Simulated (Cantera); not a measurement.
Charge: 1 mol SiH₂Cl₂, 40 mol N₂, equilibrated at 0.170 bar.

Method: chemical equilibrium by Gibbs-energy minimisation in Cantera with the NASA 1993 tables (ideal gas, pure condensed phases). Candidate condensed phases: NH₄Cl, Si, Si₃N₄; 28 gas species. N₂ is the only nitrogen source here; it is nearly inert below about 1500 K, so the nitride shown seldom forms there in practice. The tables' values for SiCl₃ are old estimates; treat these amounts as uncertain. Kinetics and transport are ignored.

x: gas mole fraction; n: condensed amount in mol.

| T (°C) | x N₂ | x HCl | x H₂ | x SiCl₂ | x SiCl₄ | n Si₃N₄(s) |
|---|---|---|---|---|---|---|
| 927 | 0.955 | 0.0353 | 0.00657 | 1.40e-5 | 0.00321 | 0.288 |
| 977 | 0.955 | 0.0356 | 0.00641 | 4.21e-5 | 0.00307 | 0.288 |
| 1027 | 0.955 | 0.0358 | 0.00630 | 0.000115 | 0.00290 | 0.288 |
| 1077 | 0.954 | 0.0359 | 0.00624 | 0.000285 | 0.00267 | 0.287 |
| 1127 | 0.954 | 0.0358 | 0.00629 | 0.000648 | 0.00236 | 0.283 |
| 1177 | 0.954 | 0.0354 | 0.00648 | 0.00133 | 0.00193 | 0.276 |
| 1227 | 0.954 | 0.0345 | 0.00689 | 0.00245 | 0.00142 | 0.265 |
| 1277 | 0.953 | 0.0331 | 0.00757 | 0.00400 | 0.000912 | 0.249 |
| 1327 | 0.953 | 0.0310 | 0.00856 | 0.00584 | 0.000513 | 0.230 |
| 1377 | 0.953 | ___ | ___ | ___ | ___ | ___ |
| 1427 | 0.952 | ___ | ___ | ___ | ___ | ___ |
| 1477 | 0.952 | 0.0229 | 0.0125 | 0.0114 | 5.82e-5 | 0.165 |

### Question
Fill in the missing entries.

### Answer

- 1427, x HCl: 0.0258
- 1427, x H₂: 0.0111
- 1427, x SiCl₂: 0.00967
- 1427, x SiCl₄: 0.000125
- 1427, n Si₃N₄(s): 0.186
- 1377, x HCl: 0.0285
- 1377, x H₂: 0.00978
- 1377, x SiCl₂: 0.00778
- 1377, x SiCl₄: 0.000261
- 1377, n Si₃N₄(s): 0.208
